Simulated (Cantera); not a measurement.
A closed system holds: 1 mol CO, 0.094 mol O₂, 0.58 mol H₂, equilibrated at 4350 Torr.

Equilibrium computed with Cantera from the NASA thermochemical tables; the gas is ideal and each condensed phase is pure. Candidate condensed phases: C, C₆H₆, C₇H₈, C₈H₁₈, H₂O; 110 gas species. Equilibrium is a limit: real reactors are often held back by kinetics, nucleation or transport.

x: gas mole fraction; nothing condenses.

| T (K) | x CO | x H₂ | x H₂O | x CO₂ | x H | x OH |
|---|---|---|---|---|---|---|
| 1675 | 0.588 | 0.293 | 0.0741 | 0.0449 | 2.61e-5 | 3.19e-7 |
| 1775 | 0.591 | 0.290 | 0.0769 | 0.0421 | 6.47e-5 | 1.07e-6 |
| 1875 | 0.593 | 0.288 | 0.0793 | 0.0397 | 0.000146 | 3.14e-6 |
| 1975 | 0.595 | 0.286 | 0.0813 | 0.0377 | (withheld) | (withheld) |
| 2075 | 0.597 | 0.284 | 0.0830 | 0.0360 | 0.000589 | 1.97e-5 |
| 2175 | 0.598 | 0.282 | 0.0844 | 0.0345 | 0.00108 | 4.33e-5 |
| 2275 | 0.599 | 0.280 | 0.0856 | 0.0331 | 0.00187 | 8.88e-5 |
| 2375 | 0.600 | 0.278 | 0.0866 | 0.0320 | (withheld) | (withheld) |
| 2475 | 0.600 | 0.276 | 0.0874 | 0.0310 | 0.00491 | 0.000313 |
| 2575 | 0.600 | 0.274 | 0.0879 | 0.0301 | 0.00752 | 0.000544 |
| 2675 | 0.600 | 0.271 | 0.0881 | 0.0293 | 0.0112 | 0.000907 |
| 2775 | 0.599 | 0.267 | 0.0879 | 0.0285 | 0.0161 | 0.00145 |

### Question
Some entries are withheld; supply them.

### Answer

- 2375, x H: 0.00309
- 2375, x OH: 0.000171
- 1975, x H: 0.000304
- 1975, x OH: 8.23e-6
